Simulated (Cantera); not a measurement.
## Thermodynamics of silicon epitaxy and polysilicon growth, feed SiH₂Cl₂ + HCl + N₂

Input: 1 mol SiH₂Cl₂, 2.9 mol HCl, 38 mol N₂, held at 652 °C and 0.610 bar.

Equilibrium computed with Cantera from the NASA thermochemical tables; the gas is ideal and each condensed phase is pure. Candidate condensed phases: NH₄Cl, Si, Si₃N₄; 28 gas species. N₂ is the only nitrogen source here; it is nearly inert below about 1500 K, so the nitride shown seldom forms there in practice. Equilibrium is a limit: real reactors are often held back by kinetics, nucleation or transport.

The x(N₂) is 0.896. The x(HCl) is 0.0669, the x(H₂) is 0.0248 and the x(SiCl₄) comes out as 0.0124. The x(SiHCl₃) comes out as 1.67e-5 and the x(NH₃) is 2.24e-6. The n(Si₃N₄(s)) comes out as 0.159 mol, the gas amount is 42.06 mol and the log10 activity of Si(s) (absent) is -8.07.
